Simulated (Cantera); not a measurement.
Cantera run, input and output.

```python
import numpy as np
import cantera as ct

gas = ct.Solution("h2o2.yaml")
gas.TPX = 623, 92000, {'H2': 1, 'O2': 0.82, 'N2': 3.08}
flame = ct.FreeFlame(gas, width=0.042)
flame.set_refine_criteria(ratio=3, slope=0.08, curve=0.16)
flame.transport_model = "mixture-averaged"
flame.solve(loglevel=0, auto=True)
z, T = flame.grid, flame.T
thick = (T[-1] - T[0]) / np.gradient(T, z).max()
show = ['H2', 'O2', 'O', 'H2O', 'H2O2', 'H']
print(f"laminar burning velocity  {flame.velocity[0] * 100:.3f} cm/s")
print(f"burnt temperature         {T[-1]:.1f} K")
print(f"thermal thickness         {thick * 1e3:.4f} mm")
print(f"grid points               {len(z)}")
z0 = z[flame.heat_release_rate.argmax()]
print(f"{'z/mm':>9s}{'T/K':>9s}{'u/(m/s)':>9s}" + "".join(f"{s:>11s}" for s in show))
rows = []
for k in (-3, -2, -1.5, -1, -0.5, -0.25, 0, 0.25, 0.5, 1, 2, 4, 8):
    zz = z0 + k * thick
    rows.append([k * thick, np.interp(zz, z, T), np.interp(zz, z, flame.velocity),
                 *(np.interp(zz, z, flame.X[gas.species_index(s)]) for s in show)])
    print(f"{rows[-1][0] * 1e3:9.3f}{rows[-1][1]:9.1f}{rows[-1][2]:9.3f}" + "".join(f"{x:11.3e}" for x in rows[-1][3:]))
```

Output:

```
laminar burning velocity  493.224 cm/s
burnt temperature         2105.4 K
thermal thickness         0.4888 mm
grid points               127
     z/mm      T/K  u/(m/s)         H2         O2          O        H2O       H2O2          H
   -1.466    623.0    4.932  2.041e-01  1.673e-01  1.980e-15  5.278e-12  7.714e-15  4.962e-16
   -0.978    623.0    4.932  2.041e-01  1.673e-01  1.423e-12  7.245e-10  1.608e-12  9.597e-13
   -0.733    623.0    4.932  2.040e-01  1.674e-01  6.376e-11  1.813e-08  5.352e-11  8.604e-11
   -0.489    623.1    4.931  2.036e-01  1.674e-01  1.775e-08  2.398e-06  1.340e-08  1.138e-07
   -0.244    654.8    5.126  1.930e-01  1.683e-01  1.780e-05  2.092e-03  7.910e-06  2.199e-04
   -0.122    858.7    6.554  1.559e-01  1.629e-01  4.836e-04  2.386e-02  1.417e-05  4.240e-03
    0.000   1215.2    9.042  8.140e-02  1.301e-01  5.249e-03  9.427e-02  7.163e-06  1.856e-02
    0.122   1478.1   10.899  2.978e-02  9.127e-02  1.172e-02  1.597e-01  3.918e-06  2.504e-02
    0.244   1617.5   11.865  1.711e-02  7.882e-02  1.297e-02  1.807e-01  2.170e-06  2.117e-02
    0.489   1760.7   12.818  1.278e-02  7.445e-02  1.082e-02  1.922e-01  1.104e-06  1.361e-02
    0.978   1889.9   13.647  9.188e-03  7.263e-02  7.420e-03  2.020e-01  6.025e-07  7.028e-03
    1.955   1990.3   14.275  5.478e-03  7.190e-02  4.253e-03  2.108e-01  3.642e-07  2.866e-03
    3.910   2055.9   14.678  2.645e-03  7.200e-02  2.012e-03  2.173e-01  2.318e-07  8.937e-04
```

Detailed kinetics in Cantera: the H2/O2 subset of GRI-Mech 3.0, which has no nitrogen chemistry. Burning velocities carry a grid error of a few per cent, more on coarse grids. Lean hydrogen flames are cellular in practice and burn faster than this planar one.
